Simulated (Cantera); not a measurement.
**Low-pressure radical oxidation in H2/O2**

An isothermal, constant-pressure homogeneous reactor starts with H₂ : O₂ : N₂ = 0.068 : 1 : 1.5 (molar parts), equivalence ratio 0.034, at 1400 K and 2700 Pa.

Detailed kinetics in Cantera: the H2/O2 subset of GRI-Mech 3.0, which has no nitrogen chemistry. Radical loss at walls, strong at low pressure, is not modelled.

```csv
t (s),x H₂,x O₂,x H₂O,x H₂O₂,x O,x HO₂
0.000700,0.0263,0.389,0.000157,1.88e-9,0.000105,5.38e-7
0.00163,0.00102,0.368,0.0216,6.25e-8,0.0171,1.67e-6
0.00382,0.000528,0.368,0.0228,4.73e-8,0.0176,1.53e-6
0.00891,0.000480,0.369,0.0232,4.66e-8,0.0158,1.49e-6
0.0208,0.000387,0.372,0.0239,4.45e-8,0.0125,1.39e-6
0.0485,0.000245,0.375,0.0249,3.89e-8,0.00764,1.17e-6
0.113,0.000106,0.379,0.0259,2.81e-8,0.00321,7.90e-7
0.265,3.11e-5,0.380,0.0264,1.54e-8,0.000929,3.80e-7
0.618,7.54e-6,0.381,0.0266,6.64e-9,0.000224,1.36e-7
1.44,1.87e-6,0.381,0.0267,2.51e-9,5.54e-5,4.78e-8
3.37,5.32e-7,0.381,0.0268,9.45e-10,1.58e-5,2.61e-8
7.86,1.97e-7,0.381,0.0268,4.32e-10,5.85e-6,2.62e-8
18.3,1.25e-7,0.381,0.0268,3.13e-10,3.73e-6,2.93e-8
42.8,1.20e-7,0.381,0.0268,3.04e-10,3.58e-6,2.97e-8
100,1.20e-7,0.381,0.0268,3.04e-10,3.58e-6,2.97e-8
```
x: mole fraction; the columns are a selection and need not sum to one.

Equilibrium at this temperature and pressure: H₂ 1.20e-7, O₂ 0.381, H₂O 0.0268, H₂O₂ 3.04e-10, O 3.58e-6, HO₂ 2.97e-8 (gas phase only).
